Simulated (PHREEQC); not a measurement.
Dissolve 0.17 mol/kgw CuCl2 and 0.0024 mol/kgw FeCl3 at 70 °C. Closed to the air; pH follows from the charge balance.

Model: ion-association model, wateq4f.dat, run in PHREEQC.

The pH is 2.79, the ionic strength is 0.325 mol/kgw and the activity of water is 0.993. The total alkalinity comes out as -4.80 meq/kg.

| species | molality | activity | log γ |
|---|---|---|---|
| Cl- | 0.246 | 0.160 | -0.186 |
| CuCl+ | 0.0867 | 0.0573 | -0.180 |
| Cu+2 | 0.0763 | 0.0195 | -0.592 |
| CuCl2 | 0.00699 | 0.00753 | 0.032 |
| H+ | 0.00213 | 0.00162 | -0.117 |
| FeOH+2 | 0.00122 | 0.000274 | -0.650 |
| FeCl+2 | 0.000518 | 0.000116 | -0.650 |

Precipitation was switched off in this run. Examples of supersaturated solids here: Hematite (slow to form), Goethite (slow to form). Others may be too. Complexes and solids missing from the database can't appear. At this temperature some constants are extrapolated from 25 °C, and those without enthalpy data are left unchanged.
